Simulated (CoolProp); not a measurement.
Vapour-liquid equilibrium of propylene (1) + R115 (2) at 1.94 MPa; x and y are mole fractions of (1).

Model: multi-fluid Helmholtz-energy mixture model, Lemmon 2013 and Lemmon 2016; pair parameters Bell 2016, in CoolProp.

```tsv
x	bubble temperature (°C)	y at the bubble point	dew temperature at overall composition x (°C)	liquid density (mol/L)
0.05	55.2	0.071	55.8	7.220
0.125	52.6	0.171	53.8	7.459
0.2	50.2	0.261	51.8	7.698
0.275	48.2	0.343	49.9	7.938
0.35	46.6	0.416	48.1	8.182
0.425	45.4	0.483	46.5	8.436
0.5	44.4	0.544	45.1	8.703
0.575	43.8	0.603	44.1	8.988
0.65	43.5	0.660	43.5	9.295
0.725	43.4	0.718	43.5	9.625
0.8	43.8	0.780	44.0	9.980
0.875	44.6	0.850	45.0	10.36
0.95	46.0	0.933	46.3	10.75
```

y crosses x between x = 0.65 and 0.725: the model has an azeotrope there.

The pair parameters rest on a limited set of measurements; away from them the model extrapolates.
